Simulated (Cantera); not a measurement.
**Premixed flame**

A freely propagating, adiabatic, planar premixed flame of CH4 : C2H6 : O2 : N2 = 1 : 0.25 : 2.61 : 9.93 (molar parts), equivalence ratio 1.1, unburnt at 600 K and 1950 Torr; mixture-averaged transport, grid criteria slope 0.08 and curve 0.16, no radiation.

Cantera simulation using GRI-Mech 3.0 (53 species, 325 reactions); the numbers are that mechanism's predictions, not measurements. Burning velocities carry a grid error of a few per cent, more on coarse grids.

```csv
z (mm),T (K),u (m/s),x CH4,x C2H6,x O2,x HCN,x C2H,x H2O2
-0.441,600,1.02,0.0724,0.0181,0.189,<1e-8,<1e-8,3.79e-8
-0.294,603,1.03,0.0721,0.0181,0.188,<1e-8,<1e-8,5.95e-7
-0.221,612,1.05,0.0714,0.0180,0.187,1.34e-8,<1e-8,2.36e-6
-0.147,676,1.17,0.0679,0.0175,0.181,1.48e-7,<1e-8,1.58e-5
-0.0735,1076,1.89,0.0491,0.0122,0.145,1.71e-6,<1e-8,5.49e-5
-0.0368,1494,2.67,0.0284,0.00486,0.102,4.35e-6,3.59e-8,2.12e-5
0,1887,3.41,0.00749,0.000270,0.0536,8.87e-6,1.30e-6,2.25e-6
0.0368,2062,3.72,0.000634,9.64e-7,0.0254,8.74e-6,1.02e-6,5.76e-7
0.0735,2117,3.80,2.72e-5,<1e-8,0.0154,4.03e-6,6.95e-8,3.91e-7
0.147,2174,3.88,5.85e-8,<1e-8,0.0103,6.20e-7,<1e-8,3.14e-7
0.294,2241,3.99,<1e-8,<1e-8,0.00756,2.69e-8,<1e-8,2.39e-7
0.588,2307,4.09,<1e-8,<1e-8,0.00516,<1e-8,<1e-8,1.73e-7
1.18,2359,4.17,<1e-8,<1e-8,0.00319,<1e-8,<1e-8,1.20e-7
```
x: mole fraction of selected species; z is measured from the peak of heat release.

| Item | Value |
|---|---|
| laminar burning velocity | 102 cm/s |
| thermal thickness | 0.147 mm |
| peak x(HCN) | 1.00e-5 |
| peak x(C2H) | 1.83e-6 |
| peak x(H2O2) | 5.50e-5 |
| grid points | 147 |
